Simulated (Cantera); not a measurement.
Cantera run:

```python
import numpy as np
import cantera as ct

gas_names = """
    CL CL2 H HCL H2 Li LiCL LiH Li2 Li2CL2 Li3CL3
""".split()
cond_names = """
    Li(cr) Li(L) LiCL(s) LiCL(L) LiH(s) LiH(L)
""".split()


# ... load() reads the species with a 1 bar reference pressure and builds the phases ...
atoms = {
    'LiCl': {'Li': 1, 'CL': 1},
    'H2': {'H': 2},
}
top_T = {}  # K; cautious upper limits of use, not melting points


# ... equilibrate(T, P, feed) seeds the gas with the atoms and calls Mixture.equilibrate('TP', solver="vcs", rtol=1e-11, max_steps=5000) ...
results = []
feed = {'LiCl': 1, 'H2': 0.53}  # mol
T = 1248  # K
P = 1.8  # Pa
mix = equilibrate(T, P, feed)
results.append((T, P, feed, dict(zip(mix.species_names, mix.species_moles))))
x = sorted(zip(gas.X, gas.species_names), reverse=True)
print(f"T = {T:g} K  P = {P:g} Pa  gas = {mix.phase_moles(0):.4g} mol")
print("   x: " + "  ".join(f"{s} {v:.3e}" for v, s in x if v > 1e-05))
print("   condensed (mol): " + ("  ".join(f"{mix.phase(i).name} {mix.phase_moles(i):.4g}"
      for i in range(1, mix.n_phases) if mix.phase_moles(i) > 1e-12) or "none"))
```

It prints:

```
T = 1248 K  P = 1.8 Pa  gas = 1.53 mol
   x: LiCL 6.523e-01  H2 3.462e-01  HCL 5.289e-04  Li 5.289e-04  Li2CL2 4.373e-04  H 6.476e-05
   condensed (mol): none
```

Equilibrium computed with Cantera from the NASA thermochemical tables; the gas is ideal and each condensed phase is pure.
